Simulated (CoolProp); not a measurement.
Saturated liquid density (kg/m³) of p-xylene: the reference equation beside estimates from Tc = 616.2 K, pc = 3.532 MPa, ω = 0.324.

Values from CoolProp's reference Helmholtz-energy equation of state, Zhou 2012.

```csv
T (K),reference,van der Waals,Peng-Robinson
479.2,679.6,387.0,663.0
484.8,672.9,383.1,655.0
490.5,665.8,379.0,646.7
496.1,658.7,374.8,638.2
501.8,651.3,370.5,629.3
507.4,643.9,366.1,620.2
513.1,636.1,361.6,610.6
518.7,628.2,356.9,600.8
524.4,619.9,352.1,590.5
530.1,611.4,347.1,579.7
535.7,602.7,342.0,568.6
541.4,593.5,336.7,556.8
```

Absolute difference from the reference over all 12 rows, mean and median: van der Waals 43.2 and 43.1 %, Peng-Robinson 4.0 and 3.8 %.
